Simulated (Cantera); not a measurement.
A closed system holds: 1 mol Cr, 0.39 mol N2, 190 mol H2, equilibrated at 7500 Pa.

These are equilibrium values from Cantera (NASA tables, ideal gas, pure condensed phases), not measurements of a reactor. Candidate condensed phases: Cr, CrN, Cr2N; 11 gas species. Rates play no part.

Q: Which condensed phases are stable at each of these points (T (K)): 1900, 1975, 2050, 2125, 2200, 2275, 2350, 2425, 2500, 2575, 2650?

A: 
```json
[
 {"T (K)": "1900", "condensed phases": "Cr(s)", "Cr condensed (%)": "10.7"},
 {"T (K)": "1975", "condensed phases": "gas only", "Cr condensed (%)": "0.0"},
 {"T (K)": "2050", "condensed phases": "gas only", "Cr condensed (%)": "0.0"},
 {"T (K)": "2125", "condensed phases": "gas only", "Cr condensed (%)": "0.0"},
 {"T (K)": "2200", "condensed phases": "gas only", "Cr condensed (%)": "0.0"},
 {"T (K)": "2275", "condensed phases": "gas only", "Cr condensed (%)": "0.0"},
 {"T (K)": "2350", "condensed phases": "gas only", "Cr condensed (%)": "0.0"},
 {"T (K)": "2425", "condensed phases": "gas only", "Cr condensed (%)": "0.0"},
 {"T (K)": "2500", "condensed phases": "gas only", "Cr condensed (%)": "0.0"},
 {"T (K)": "2575", "condensed phases": "gas only", "Cr condensed (%)": "0.0"},
 {"T (K)": "2650", "condensed phases": "gas only", "Cr condensed (%)": "0.0"}
]
```

At 1900 K the condensed part is Cr(s). From 1975 K to 2650 K nothing is condensed.
